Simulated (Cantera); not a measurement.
A closed system holds: 1 mol MgF₂, 0.29 mol O₂, 0.65 mol H₂, held at 13.3 mbar.

Equilibrium computed with Cantera from the NASA thermochemical tables; the gas is ideal and each condensed phase is pure. Candidate condensed phases: H₂O, Mg, MgF₂, MgO, Mg(OH)₂; 31 gas species. Mutual solubility and eutectic melting of coexisting phases are not modelled. The numbers say what is thermodynamically allowed, not how fast it happens.

x: gas mole fraction; n: condensed amount in mol.

```csv
T (°C),x H₂O,x HF,x H₂,x MgF₂,x H,x MgF,x Mg₂F₄,n MgF₂(s),n MgO(s),n MgF₂(l)
700,0.872,0.0210,0.107,3.04e-10,3.06e-9,<1e-12,<1e-12,0.993,0.00690,0
800,0.826,[?],0.104,[?],[?],<1e-12,<1e-12,0.976,[?],0
900,[?],[?],0.0978,[?],[?],[?],[?],0.934,[?],0
1000,0.538,0.374,0.0875,1.98e-5,1.83e-6,8.10e-10,8.41e-10,0.850,0.150,0
1100,0.323,0.601,0.0753,0.000262,7.91e-6,2.69e-8,2.66e-8,0.720,0.280,0
1200,0.154,0.778,0.0655,0.00240,2.80e-5,6.31e-7,5.15e-7,0.582,0.415,0
1300,0.0700,0.855,0.0600,0.0147,8.63e-5,1.01e-5,5.41e-6,0,0.498,0.484
1400,0.0350,0.849,0.0553,0.0601,0.000232,0.000106,2.96e-5,0,0.536,0.388
```

Q: Complete the blanks.

A: 
- 800, x HF: 0.0706
- 800, x MgF₂: 2.50e-8
- 800, x H: 3.91e-8
- 800, n MgO(s): 0.0238
- 900, x H₂O: 0.719
- 900, x HF: 0.183
- 900, x MgF₂: 9.45e-7
- 900, x H: 3.19e-7
- 900, x MgF: 1.49e-11
- 900, x Mg₂F₄: 1.44e-11
- 900, n MgO(s): 0.0656
